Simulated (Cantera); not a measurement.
Cantera run, input and output.

```python
import numpy as np
import cantera as ct

gas = ct.Solution("gri30.yaml")


def delay(T, t_max=10):
    gas.TPX = T, 350000, {'CH4': 1, 'H2': 0.048, 'O2': 2.2, 'N2': 8.27}
    reactor = ct.IdealGasReactor(gas, clone=False)
    net = ct.ReactorNet([reactor])
    net.rtol, net.atol = 1e-8, 1e-16
    while net.time < t_max:
        t_old, T_old = net.time, reactor.T
        net.step()
        if reactor.T > T + 400:  # ignition: a rise of 400 K
            return t_old + (T + 400 - T_old) / (reactor.T - T_old) * (net.time - t_old)
    return np.nan


taus = []
for T in [1300, 1375, 1450, 1525, 1600, 1675]:
    taus.append(delay(T))
    print(f"T0 = {T:6g} K   tau = {taus[-1]:.4e} s")
```

Output:

```
T0 =   1300 K   tau = 2.4653e-03 s
T0 =   1375 K   tau = 1.1080e-03 s
T0 =   1450 K   tau = 5.1902e-04 s
T0 =   1525 K   tau = 2.5584e-04 s
T0 =   1600 K   tau = 1.3362e-04 s
T0 =   1675 K   tau = 7.4125e-05 s
```

Detailed kinetics in Cantera: GRI-Mech 3.0 (53 species, 325 reactions).
